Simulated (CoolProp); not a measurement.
R21 at several states: fugacity coefficient from the reference equation and from simpler models built on Tc = 179.6 °C, pc = 52.89 bar, ω = 0.206; each cubic takes its own stable root.

Values from CoolProp's reference Helmholtz-energy equation of state, Platzer 1990. This equation is an older, rougher fit; its heat capacities, sound speeds and derivatives of the liquid may be far off and weren't checked against measurements.

```csv
T (°C),p (bar),phase,reference,van der Waals,Redlich-Kwong,Soave-Redlich-Kwong,Peng-Robinson
58.05,166,liquid,0.04273,0.1320,0.05904,0.04455,0.04166
176.75,9.1,gas,0.9412,0.9483,0.9409,0.9408,0.9346
188.45,1.41,gas,0.9917,0.9925,0.9914,0.9915,0.9905
-36.25,0.328,liquid,0.3594,0.9919,0.6644,0.3594,0.3802
180.55,0.765,gas,0.9952,0.9957,0.9951,0.9951,0.9946
```

At some of these states van der Waals gives the other phase, because its saturation line lies elsewhere.
